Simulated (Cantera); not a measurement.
Charge: 1 mol SiCl₄, 4.1 mol H₂O, 130 mol N₂, 28 mol O₂, equilibrated at 1327 °C and 7.50 Torr.

Method: chemical equilibrium by Gibbs-energy minimisation in Cantera with the NASA 1993 tables (ideal gas, pure condensed phases). Candidate condensed phases: H₂O, NH₄Cl, Si, SiO₂, Si₂N₂O, Si₃N₄; 47 gas species. The tables hold silica as quartz up to 1696 K and as liquid above; real silica turns to tridymite and cristobalite and melts near 1996 K. Rates play no part.

Base state: N₂ 0.790, O₂ 0.168, HCl 0.0191, H₂O 0.0153, Cl 0.00521, NO 0.00173, OH 0.000207, O 5.95e-5 (mole fractions); condensed: SiO₂(β-quartz).

Question: What changes in the equilibrium state with this change: O₂ from 28 to 0.64 mol?

Answer: 
| species | before | after |
|---|---|---|
| N₂ | 0.790 | 0.950 |
| HCl | 0.0191 | 0.0265 |
| H₂O | 0.0153 | 0.0166 |
| O₂ | 0.168 | 0.00384 |
| H₂ | 2.48e-6 | 1.78e-5 |
| O | 5.95e-5 | 8.99e-6 |
| NO | 0.00173 | 0.000287 |
| SiO₂(β-quartz), mol | 1.000 | 1.000 |

Question: What changes in the equilibrium state with this change: temperature from 1327 °C to 1252 °C?

Answer: 
```tsv
species	before	after
N₂	0.790	0.791
O₂	0.168	0.169
HCl	0.0191	0.0203
Cl	0.00521	0.00397
H₂O	0.0153	0.0147
O	5.95e-5	2.33e-5
OH	0.000207	0.000111
Cl₂	2.25e-5	3.31e-5
SiO₂(β-quartz), mol	1.000	1.00
```
